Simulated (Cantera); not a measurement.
Cantera run, input and output.

```python
import numpy as np
import cantera as ct

gas = ct.Solution("gri30.yaml")
gas.TPX = 1075, 29000, {'CO': 0.0059, 'O2': 0.026, 'H2O': 0.01, 'N2': 1}
inlet = ct.Reservoir(gas, clone=True)

reactor = ct.IdealGasConstPressureReactor(gas, energy="off", clone=False)
exhaust = ct.Reservoir(gas, clone=True)
tau = [9.6, 3.5, 1.3, 0.46, 0.17, 0.06, 0.022, 0.0079, 0.0029][0]
for a, b in ((inlet, reactor), (reactor, exhaust)):
    ct.MassFlowController(a, b, mdot=lambda t: reactor.mass / tau)
net = ct.ReactorNet([reactor])
show = ['CO', 'O2', 'H2O', 'NO', 'O', 'NO2', 'HO2']

rows = []
print(f"{'tau/s':>10s}{'T/K':>9s}" + "".join(f"{s:>11s}" for s in show))
for tau in [9.6, 3.5, 1.3, 0.46, 0.17, 0.06, 0.022, 0.0079, 0.0029]:
    net.initial_time = 0.0
    net.advance(30 * tau)
    before = gas.X
    net.advance(40 * tau)
    drift = np.max(np.abs(gas.X - before) / (gas.X + 1e-9))
    rows.append([gas.T, *gas[show].X, drift])
    print(f"{tau:10.3e}{gas.T:9.1f}" + "".join(f"{x:11.3e}" for x in gas[show].X))
```

Result:

```
     tau/s      T/K         CO         O2        H2O         NO          O        NO2        HO2
 9.600e+00   1075.0  8.313e-05  2.222e-02  9.619e-03  3.529e-08  3.517e-06  7.020e-10  3.297e-07
 3.500e+00   1075.0  1.647e-04  2.226e-02  9.615e-03  2.321e-08  7.015e-06  3.298e-10  5.423e-07
 1.300e+00   1075.0  3.186e-04  2.233e-02  9.609e-03  1.601e-08  1.367e-05  1.509e-10  8.250e-07
 4.600e-01   1075.0  6.229e-04  2.248e-02  9.598e-03  1.252e-08  2.689e-05  7.224e-11  1.183e-06
 1.700e-01   1075.0  1.145e-03  2.272e-02  9.580e-03  1.209e-08  4.936e-05  4.287e-11  1.546e-06
 6.000e-02   1075.0  2.040e-03  2.315e-02  9.553e-03  1.256e-08  8.594e-05  2.815e-11  1.895e-06
 2.200e-02   1075.0  3.237e-03  2.372e-02  9.525e-03  1.036e-08  1.268e-04  1.714e-11  2.142e-06
 7.900e-03   1075.0  4.518e-03  2.434e-02  9.522e-03  4.402e-09  1.423e-04  6.989e-12  2.205e-06
 2.900e-03   1075.0  5.390e-03  2.478e-02  9.565e-03  3.887e-10  8.223e-05  1.025e-12  1.879e-06
```

Model: GRI-Mech 3.0 (53 species, 325 reactions), integrated in Cantera.
